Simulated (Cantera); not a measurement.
Hydrocarbon pyrolysis for carbon deposition

An isothermal, constant-pressure homogeneous reactor starts with 1.56 % C2H6, 98.4 % H2, at 1223 K and 590 Pa.

Detailed kinetics in Cantera: GRI-Mech 3.0 (53 species, 325 reactions). GRI-Mech 3.0 stops at C3 and has no aromatics, soot or wall deposition, so with more carbon than oxygen in the feed, carbon stays in small species such as C2H2 where larger ones or solid carbon would form. Radical loss at walls, strong at low pressure, is not modelled.

```json
[
 {"t (s)": "3.00e-5", "x C2H6": "0.0156", "x H2": "0.984", "x C2H2": "<1e-12", "x C2H": "<1e-12", "x C2H4": "5.73e-12", "x H": "6.28e-9", "x CH2": "<1e-12"},
 {"t (s)": "7.17e-5", "x C2H6": "0.0156", "x H2": "0.984", "x C2H2": "<1e-12", "x C2H": "<1e-12", "x C2H4": "1.34e-10", "x H": "3.32e-8", "x CH2": "<1e-12"},
 {"t (s)": "0.000172", "x C2H6": "0.0156", "x H2": "0.984", "x C2H2": "<1e-12", "x C2H": "<1e-12", "x C2H4": "3.39e-9", "x H": "1.61e-7", "x CH2": "<1e-12"},
 {"t (s)": "0.000410", "x C2H6": "0.0156", "x H2": "0.984", "x C2H2": "<1e-12", "x C2H": "<1e-12", "x C2H4": "7.51e-8", "x H": "6.62e-7", "x CH2": "<1e-12"},
 {"t (s)": "0.000981", "x C2H6": "0.0156", "x H2": "0.984", "x C2H2": "2.79e-12", "x C2H": "<1e-12", "x C2H4": "1.22e-6", "x H": "2.21e-6", "x CH2": "1.80e-12"},
 {"t (s)": "0.00235", "x C2H6": "0.0156", "x H2": "0.984", "x C2H2": "2.17e-10", "x C2H": "<1e-12", "x C2H4": "1.29e-5", "x H": "6.17e-6", "x CH2": "8.44e-12"},
 {"t (s)": "0.00561", "x C2H6": "0.0155", "x H2": "0.984", "x C2H2": "1.06e-8", "x C2H": "<1e-12", "x C2H4": "9.42e-5", "x H": "1.53e-5", "x CH2": "3.87e-11"},
 {"t (s)": "0.0134", "x C2H6": "0.0149", "x H2": "0.984", "x C2H2": "3.69e-7", "x C2H": "<1e-12", "x C2H4": "0.000538", "x H": "3.50e-5", "x CH2": "2.91e-10"},
 {"t (s)": "0.0321", "x C2H6": "0.0123", "x H2": "0.984", "x C2H2": "9.46e-6", "x C2H": "<1e-12", "x C2H4": "0.00240", "x H": "7.37e-5", "x CH2": "1.95e-9"},
 {"t (s)": "0.0767", "x C2H6": "0.00505", "x H2": "0.981", "x C2H2": "0.000147", "x C2H": "4.35e-12", "x C2H4": "0.00667", "x H": "0.000128", "x CH2": "4.45e-9"},
 {"t (s)": "0.183", "x C2H6": "0.000428", "x H2": "0.979", "x C2H2": "0.000777", "x C2H": "1.79e-11", "x C2H4": "0.00860", "x H": "9.93e-5", "x CH2": "1.30e-9"},
 {"t (s)": "0.439", "x C2H6": "2.62e-5", "x H2": "0.979", "x C2H2": "0.00155", "x C2H": "1.50e-11", "x C2H4": "0.00806", "x H": "4.17e-5", "x CH2": "2.13e-10"},
 {"t (s)": "1.05", "x C2H6": "5.61e-6", "x H2": "0.979", "x C2H2": "0.00225", "x C2H": "9.17e-12", "x C2H4": "0.00737", "x H": "1.76e-5", "x CH2": "3.85e-11"},
 {"t (s)": "2.51", "x C2H6": "4.02e-6", "x H2": "0.979", "x C2H2": "0.00293", "x C2H": "5.77e-12", "x C2H4": "0.00668", "x H": "8.51e-6", "x CH2": "9.08e-12"},
 {"t (s)": "6.00", "x C2H6": "3.28e-6", "x H2": "0.979", "x C2H2": "0.00375", "x C2H": "4.80e-12", "x C2H4": "0.00585", "x H": "5.53e-6", "x CH2": "3.86e-12"}
]
```
x: mole fraction; the columns are a selection and need not sum to one.

Equilibrium at this temperature and pressure: C2H6 2.30e-7, H2 0.977, C2H2 0.00709, C2H 6.40e-12, C2H4 0.000345, H 3.89e-6, CH2 2.57e-12 (gas phase only).
